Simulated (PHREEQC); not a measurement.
PHREEQC input (ion-association model, wateq4f.dat):

```
SOLUTION_MASTER_SPECIES
  An  An-  0  An  62.0  # stands for a non-complexing anion
SOLUTION_SPECIES
  An- = An-
    -log_k 0
    -gamma 3.0 0
PHASES
  Fix_H+
    H+ = H+
    -log_k 0
SOLUTION 1
  temp 25
  units mmol/kgw
  pH 7 charge
  Cl 0.00024
  Ni 0.00012
  Na 5
  An 5
END
SELECTED_OUTPUT 1
  -reset false
  -pH true
  -pe true
  -ionic_strength true
  -water true
  -totals Cl Na Ni
  -molalities Hfo_wOH Hfo_wOH2+ Hfo_wO- Hfo_sOH Hfo_sOH2+ Hfo_sO- Hfo_sONi+ Hfo_wONi+
  -saturation_indices Ni(OH)2 Halite
USER_PUNCH 1
  -headings sigma psi
  10 PUNCH EDL("sigma", "Hfo"), EDL("psi", "Hfo")
PRINT
  -reset false
USE solution 1
SURFACE 1
  Hfo_wOH 9.88764e-05 600 0.044
  Hfo_sOH 2.47191e-06
EQUILIBRIUM_PHASES 1
  Fix_H+ -4 HAn 10
    -force_equality true
  O2(g) -0.68 10
END
# ... the last block is repeated for the other 16 points of pH, with NaOH or the acid as the point needs
```

Selected output (columns that matter, 13 of 17 rows; pH added in front):

```
pH	mu	Na	Ni	m_Hfo_wOH	m_Hfo_wOH2+	m_Hfo_wO-	m_Hfo_sOH	m_Hfo_sOH2+	m_Hfo_sO-	m_Hfo_sONi+	si_Ni(OH)2	si_Halite	sigma	psi
4	0.0051325	0.005	1.2e-07	4.8075e-05	4.9737e-05	1.0646e-06	1.2019e-06	1.2434e-06	2.6614e-08	1.3199e-12	-9.8542	-10.569	0.18235	0.19375
4.5	0.0050522	0.005	1.1999e-07	5.9547e-05	3.7142e-05	2.187e-06	1.4887e-06	9.2856e-07	5.4675e-08	9.8778e-12	-8.8533	-10.569	0.13096	0.17717
5.5	0.0050119	0.005	1.194e-07	7.1929e-05	2.1411e-05	5.5356e-06	1.7978e-06	5.3516e-07	1.3836e-07	5.6712e-10	-6.855	-10.569	0.05948	0.13702
6	0.0050066	0.005	1.1534e-07	7.4267e-05	1.7309e-05	7.3002e-06	1.8534e-06	4.3194e-07	1.8218e-07	4.4219e-09	-5.87	-10.569	0.037511	0.11373
6.5	0.0050037	0.005	8.9441e-08	7.5307e-05	1.4776e-05	8.7926e-06	1.8606e-06	3.6507e-07	2.1724e-07	2.8977e-08	-4.9805	-10.569	0.022521	0.088573
7.5	0.0050009	0.005	4.2325e-09	7.5859e-05	1.2249e-05	1.0763e-05	1.8125e-06	2.9266e-07	2.5716e-07	1.0958e-07	-4.3068	-10.569	0.0059835	0.034424
8	0.0050012	0.005001	4.6724e-10	7.5895e-05	1.1566e-05	1.1409e-05	1.8107e-06	2.7593e-07	2.7219e-07	1.1314e-07	-4.2674	-10.569	0.0010249	0.0063314
8.5	0.0050042	0.0050046	5.1014e-11	7.5876e-05	1.0953e-05	1.2042e-05	1.8099e-06	2.6126e-07	2.8723e-07	1.1353e-07	-4.2421	-10.568	-0.0036371	-0.021853
9.5	0.0050368	0.0050393	1.222e-12	7.5508e-05	9.2657e-06	1.4096e-05	1.8011e-06	2.2101e-07	3.3624e-07	1.1358e-07	-4.1693	-10.566	-0.017639	-0.076837
10	0.0051126	0.0051167	6.9492e-13	7.4783e-05	7.9287e-06	1.6159e-05	1.7838e-06	1.8912e-07	3.8543e-07	1.1358e-07	-4.1016	-10.559	-0.03036	-0.10266
10.5	0.0053497	0.0053565	8.9471e-13	7.2989e-05	6.2015e-06	1.9679e-05	1.741e-06	1.4792e-07	4.6941e-07	1.1358e-07	-3.9949	-10.541	-0.049999	-0.12655
11.5	0.0085086	0.0085266	8.2119e-12	5.9357e-05	2.1609e-06	3.7352e-05	1.4158e-06	5.1544e-08	8.9095e-07	1.1357e-07	-3.5372	-10.355	-0.13125	-0.16393
12	0.016438	0.016467	7.6522e-11	4.0206e-05	6.3821e-07	5.8026e-05	9.5906e-07	1.5224e-08	1.3841e-06	1.135e-07	-3.008	-10.097	-0.21432	-0.17218
```

Species that the database lacks are ignored.
